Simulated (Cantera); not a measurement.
What does this Cantera script print?

```python
import numpy as np
import cantera as ct

gas_names = """
    AL ALCL ALCL2 ALCL3 ALH ALN AL2 AL2CL6 CL CL2 H HCL H2 N NH NH2 NH3 N2 N2H2 N2H4
""".split()
cond_names = """
    AL(cr) AL(L) ALCL3(s) ALCL3(L) ALN(s) NH4CL(a) NH4CL(b)
""".split()


# ... load() reads the species with a 1 bar reference pressure and builds the phases ...
atoms = {
    'Al': {'AL': 1},
    'HCl': {'H': 1, 'CL': 1},
    'N2': {'N': 2},
}
top_T = {'ALN(s)': 2750}  # K; cautious upper limits of use, not melting points


# ... equilibrate(T, P, feed) seeds the gas with the atoms and calls Mixture.equilibrate('TP', solver="vcs", rtol=1e-11, max_steps=5000) ...
results = []
feed = {'Al': 1, 'HCl': 1.3, 'N2': 1.5}  # mol
P = 100000  # Pa
for T in [575, 675, 775, 875, 975, 1075, 1175, 1275, 1375, 1475]:
    mix = equilibrate(T, P, feed)
    results.append((T, P, feed, dict(zip(mix.species_names, mix.species_moles))))
    x = sorted(zip(gas.X, gas.species_names), reverse=True)
    print(f"T = {T:g} K  P = {P:g} Pa  gas = {mix.phase_moles(0):.4g} mol")
    print("   x: " + "  ".join(f"{s} {v:.3e}" for v, s in x if v > 0.0001))
    print("   condensed (mol): " + ("  ".join(f"{mix.phase(i).name} {mix.phase_moles(i):.4g}"
          for i in range(1, mix.n_phases) if mix.phase_moles(i) > 1e-12) or "none"))
```

Output:

```
T = 575 K  P = 100000 Pa  gas = 2.093 mol
   x: N2 5.687e-01  H2 2.726e-01  AL2CL6 9.196e-02  HCL 5.498e-02  NH3 6.983e-03  ALCL3 4.798e-03
   condensed (mol): ALN(s) 0.605
T = 675 K  P = 100000 Pa  gas = 2.141 mol
   x: N2 5.538e-01  H2 2.598e-01  HCL 8.393e-02  AL2CL6 7.321e-02  ALCL3 2.805e-02  NH3 1.290e-03
   condensed (mol): ALN(s) 0.6265
T = 775 K  P = 100000 Pa  gas = 2.211 mol
   x: N2 5.328e-01  H2 2.417e-01  HCL 1.034e-01  ALCL3 8.188e-02  AL2CL6 3.980e-02  NH3 3.363e-04
   condensed (mol): ALN(s) 0.6429
T = 875 K  P = 100000 Pa  gas = 2.272 mol
   x: N2 5.175e-01  H2 2.319e-01  ALCL3 1.300e-01  HCL 1.082e-01  AL2CL6 1.236e-02  NH3 1.197e-04
   condensed (mol): ALN(s) 0.6486
T = 975 K  P = 100000 Pa  gas = 2.293 mol
   x: N2 5.131e-01  H2 2.308e-01  ALCL3 1.477e-01  HCL 1.052e-01  AL2CL6 3.098e-03
   condensed (mol): ALN(s) 0.6471
T = 1075 K  P = 100000 Pa  gas = 2.298 mol
   x: N2 5.126e-01  H2 2.323e-01  ALCL3 1.531e-01  HCL 1.011e-01  AL2CL6 8.924e-04
   condensed (mol): ALN(s) 0.6441
T = 1175 K  P = 100000 Pa  gas = 2.299 mol
   x: N2 5.129e-01  H2 2.340e-01  ALCL3 1.554e-01  HCL 9.742e-02  AL2CL6 3.132e-04
   condensed (mol): ALN(s) 0.6413
T = 1275 K  P = 100000 Pa  gas = 2.3 mol
   x: N2 5.133e-01  H2 2.354e-01  ALCL3 1.566e-01  HCL 9.438e-02  AL2CL6 1.302e-04
   condensed (mol): ALN(s) 0.6389
T = 1375 K  P = 100000 Pa  gas = 2.3 mol
   x: N2 5.137e-01  H2 2.366e-01  ALCL3 1.574e-01  HCL 9.184e-02  ALCL2 4.085e-04
   condensed (mol): ALN(s) 0.6368
T = 1475 K  P = 100000 Pa  gas = 2.302 mol
   x: N2 5.139e-01  H2 2.376e-01  ALCL3 1.574e-01  HCL 8.961e-02  ALCL2 1.400e-03  ALCL 1.066e-04
   condensed (mol): ALN(s) 0.6342
```

Equilibrium computed with Cantera from the NASA thermochemical tables; the gas is ideal and each condensed phase is pure. The tables' values for AlCl2 are old estimates; treat these amounts as uncertain.
